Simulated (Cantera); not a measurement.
Catalytic combustion on Pt

An isothermal plug-flow reactor at 1075 K and 0.395 atm (inlet), inlet velocity 4.6 m/s, active area per volume 1300 1/m; feed 0.486 % CH4, 1.13 % O2, 89.3 % N2, 9.05 % H2O, equivalence ratio 0.86.

Model: Deutschmann's 1995 Pt surface mechanism with GRI-Mech 3.0 gas chemistry, integrated in Cantera. Catalytic surfaces can have several steady states; this one follows from the mechanism file's or the stated starting coverage. Mass transfer to the wall is taken as infinitely fast.

```json
[
 {"z (m)": "3.7e-05", "x CH4": "0.00483", "x O2": "0.0112", "x H2O": "0.0905", "x CO2": "2.69e-5", "x CO": "3.45e-6", "θ free Pt": "0.497", "θ O*": "0.500", "θ OH*": "0.00335"},
 {"z (m)": "6.6e-05", "x CH4": "0.00481", "x O2": "0.0112", "x H2O": "0.0906", "x CO2": "4.93e-5", "x CO": "4.71e-6", "θ free Pt": "0.497", "θ O*": "0.499", "θ OH*": "0.00335"},
 {"z (m)": "0.00012", "x CH4": "0.00476", "x O2": "0.0111", "x H2O": "0.0907", "x CO2": "9.23e-5", "x CO": "5.64e-6", "θ free Pt": "0.498", "θ O*": "0.499", "θ OH*": "0.00335"},
 {"z (m)": "0.00021", "x CH4": "0.00469", "x O2": "0.0110", "x H2O": "0.0908", "x CO2": "0.000165", "x CO": "5.92e-6", "θ free Pt": "0.499", "θ O*": "0.498", "θ OH*": "0.00335"},
 {"z (m)": "0.00037", "x CH4": "0.00456", "x O2": "0.0107", "x H2O": "0.0911", "x CO2": "0.000292", "x CO": "5.84e-6", "θ free Pt": "0.500", "θ O*": "0.496", "θ OH*": "0.00336"},
 {"z (m)": "0.00066", "x CH4": "0.00434", "x O2": "0.0103", "x H2O": "0.0915", "x CO2": "0.000515", "x CO": "5.59e-6", "θ free Pt": "0.503", "θ O*": "0.493", "θ OH*": "0.00336"},
 {"z (m)": "0.0012", "x CH4": "0.00394", "x O2": "0.00948", "x H2O": "0.0923", "x CO2": "0.000910", "x CO": "5.15e-6", "θ free Pt": "0.508", "θ O*": "0.488", "θ OH*": "0.00338"},
 {"z (m)": "0.0021", "x CH4": "0.00335", "x O2": "0.00829", "x H2O": "0.0935", "x CO2": "0.00151", "x CO": "4.47e-6", "θ free Pt": "0.517", "θ O*": "0.480", "θ OH*": "0.00340"},
 {"z (m)": "0.0037", "x CH4": "0.00246", "x O2": "0.00652", "x H2O": "0.0953", "x CO2": "0.00239", "x CO": "3.42e-6", "θ free Pt": "0.532", "θ O*": "0.465", "θ OH*": "0.00342"}
]
```
x: gas mole fraction; θ: surface coverage.
